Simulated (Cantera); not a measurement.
A closed system holds: 1 mol B2H6, a varied amount of H2O, 62 mol N2, held at 0.0980 bar.

Equilibrium computed with Cantera from the NASA thermochemical tables; the gas is ideal and each condensed phase is pure. Candidate condensed phases: B, BN, B2O3, B3O3H3, H2O; 39 gas species. The feed counts by its element totals alone. N2 is the only nitrogen source here; it is nearly inert below about 1500 K, so the nitride shown seldom forms there in practice. Mutual solubility and eutectic melting of coexisting phases are not modelled. Gases not in the tables: H3BO3. Equilibrium is a limit: real reactors are often held back by kinetics, nucleation or transport.

What condenses at these points (T in °C, n(H2O) in mol): (1400, 2); (1600, 2.8); (1100, 1.7); (1300, 12); (900, 5.8); (1100, 4.1); (1900, 2)?


```
T (°C)  n(H2O) in mol  condensed phases  B condensed (%)
------  -------------  ----------------  ---------------
1400                2         BN + B2O3             40.8
1600              2.8          gas only              0.0
1100              1.7         BN + B2O3             98.6
1300               12          gas only              0.0
900               5.8              B2O3             98.4
1100              4.1              B2O3             90.5
1900                2                BN              1.9
```
